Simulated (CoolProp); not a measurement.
Saturated liquid density (kg/m³) of decamethyltetrasiloxane (MD2M): the reference equation beside estimates from Tc = 326.2 °C, pc = 1144 kPa, ω = 0.635. Rackett uses Z = 0.29056 − 0.08775 ω.

Computed with CoolProp (reference Helmholtz-energy equation of state, Thol 2017).

```tsv
T (°C)	reference	Rackett	Peng-Robinson
178.05	687.2	802.8	695.7
181.85	682.6	797.1	690.9
185.65	678.0	791.3	686.0
189.55	673.2	785.2	680.8
193.35	668.4	779.3	675.6
197.15	663.6	773.2	670.3
200.95	658.7	767.1	664.8
204.75	653.7	760.9	659.2
208.55	648.7	754.6	653.4
212.35	643.6	748.2	647.5
```

Absolute difference from the reference over all 10 rows, mean and median: Rackett 16.5 and 16.6 %, Peng-Robinson 1.0 and 1.0 %.
